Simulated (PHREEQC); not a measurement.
Consider water at 25 °C with 0.162 mol Na2SO4, 0.0014 mol Na2B4O7 and 0.66 mol KBr per kg of water. Closed to the air; pH follows from the charge balance.

All values are PHREEQC results (Pitzer model, pitzer.dat), not measurements.

No solid was allowed to form.

Question: Predict the pH.

Answer: pH 9.05.

Question: In which forms is B present?

Answer: B(OH)3 50 %, B(OH)4- 50 % of the B.

In brines, pH and single-ion activities rest on the MacInnes convention.
